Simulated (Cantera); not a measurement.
Feed: 1 mol Fe(CO)5, 0.51 mol CO, 7.9 mol H2, equilibrated at 1000 K and 345 Torr.

Method: chemical equilibrium by Gibbs-energy minimisation in Cantera with the NASA 1993 tables (ideal gas, pure condensed phases). Candidate condensed phases: C, C6H6, C7H8, C8H18, Fe, Fe(CO)5, FeO, Fe(OH)2, Fe(OH)3, Fe2O3, Fe3O4, H2O; 114 gas species. Condensed phases not in the tables: cementite and carbon dissolved in iron. Equilibrium is a limit: real reactors are often held back by kinetics, nucleation or transport.

Base state: H2 0.572, CO 0.346, H2O 0.0360, CO2 0.0312, CH4 0.0144 (mole fractions); condensed: C(graphite) + Fe(α).

Task: What changes in the equilibrium state with this change: temperature from 1000 K to 1400 K?

Result: 
```json
[
 {"species": "H2", "before": "0.572", "after": "0.588"},
 {"species": "CO", "before": "0.346", "after": "0.411"},
 {"species": "CH4", "before": "0.0144", "after": "0.000612"},
 {"species": "H2O", "before": "0.0360", "after": "0.000465"},
 {"species": "CO2", "before": "0.0312", "after": "0.000150"},
 {"species": "C(graphite), mol", "before": "0.655", "after": "0"},
 {"species": "Fe(α), mol", "before": "1.00", "after": "0"},
 {"species": "Fe(γ), mol", "before": "0", "after": "1.00"}
]
```

Task: What changes in the equilibrium state with this change: H2 from 7.9 to 0.59 mol?

Result: 
```csv
species,before,after
CO,0.346,0.744
CO2,0.0312,0.144
H2,0.572,0.0979
CH4,0.0144,0.000421
H2O,0.0360,0.0132
"C(graphite), mol",0.655,0.828
"Fe(α), mol",1.00,1.00
```
